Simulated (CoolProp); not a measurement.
Vapour-liquid equilibrium of acetone (1) + n-dodecane (2) at 2.11 bar; x and y are mole fractions of (1).

Values from CoolProp's multi-fluid Helmholtz-energy mixture model, Lemmon 2006 and Lemmon 2004; pair parameters Bell 2016.

Question: Give the bubble temperature and the first vapour's composition at x = 0.35, 0.65, 0.95. Is there an azeotrope?

Answer: x = 0.35: 374.9 K, y = 0.992; x = 0.65: 361.6 K, y = 0.996; x = 0.95: 354.2 K, y = 0.999. No azeotrope shows between x = 0.05 and 0.95.

Pair parameters are fitted to limited data, so mixtures are less certain than the pure fluids. The gap from Raoult's law changes sign with composition, which may be real or a fault of the pair parameters; it wasn't checked against measurements.
